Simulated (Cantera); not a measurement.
A freely propagating, adiabatic, planar premixed flame of H2 : O2 : N2 : H2O = 1 : 0.25 : 0.94 : 0.063 (molar parts), equivalence ratio 2.0, unburnt at 425 K and 0.138 atm; mixture-averaged transport, grid criteria slope 0.08 and curve 0.16, no radiation.

Computed with Cantera and the H2/O2 subset of GRI-Mech 3.0, which has no nitrogen chemistry. Burning velocities carry a grid error of a few per cent, more on coarse grids.

x: mole fraction of selected species; z is measured from the peak of heat release.

| z (mm) | T (K) | u (m/s) | x H2 | x O2 | x H2O | x H | x HO2 | x O |
|---|---|---|---|---|---|---|---|---|
| -15.4 | 425 | 3.91 | 0.444 | 0.111 | 0.0280 | <1e-8 | <1e-8 | <1e-8 |
| -10.2 | 425 | 3.91 | 0.444 | 0.111 | 0.0280 | <1e-8 | <1e-8 | <1e-8 |
| -7.68 | 425 | 3.91 | 0.444 | 0.111 | 0.0280 | <1e-8 | <1e-8 | <1e-8 |
| -5.12 | 425 | 3.91 | 0.444 | 0.111 | 0.0280 | <1e-8 | 3.12e-8 | <1e-8 |
| -2.56 | 435 | 4.00 | 0.442 | 0.111 | 0.0284 | 0.000102 | 8.85e-5 | … |
| -1.28 | 638 | 5.76 | 0.414 | 0.106 | 0.0452 | 0.00862 | 4.83e-5 | … |
| 0 | 1038 | 9.11 | 0.297 | 0.0669 | 0.131 | 0.0639 | 1.46e-5 | 0.00303 |
| 1.28 | 1287 | 11.2 | 0.196 | 0.0102 | 0.240 | 0.108 | 2.05e-6 | 0.00281 |
| 2.56 | 1378 | 11.9 | 0.186 | 0.00165 | 0.258 | 0.106 | 3.10e-7 | … |
| 5.12 | 1475 | 12.7 | 0.193 | 0.000892 | 0.261 | 0.0938 | 1.51e-7 | … |
| 10.2 | 1586 | 13.5 | 0.203 | 0.000722 | 0.263 | 0.0780 | 1.12e-7 | … |
| 20.5 | 1702 | 14.4 | 0.213 | 0.000514 | 0.266 | 0.0613 | 7.61e-8 | … |
| 41.0 | 1811 | 15.2 | 0.222 | 0.000316 | 0.270 | 0.0455 | 4.79e-8 | … |

Task: What belongs in the gaps?

Result: 
- -2.56, x O: 4.46e-6
- -1.28, x O: 0.000141
- 2.56, x O: 0.00158
- 5.12, x O: 0.00141
- 10.2, x O: 0.00122
- 20.5, x O: 0.000915
- 41.0, x O: 0.000589
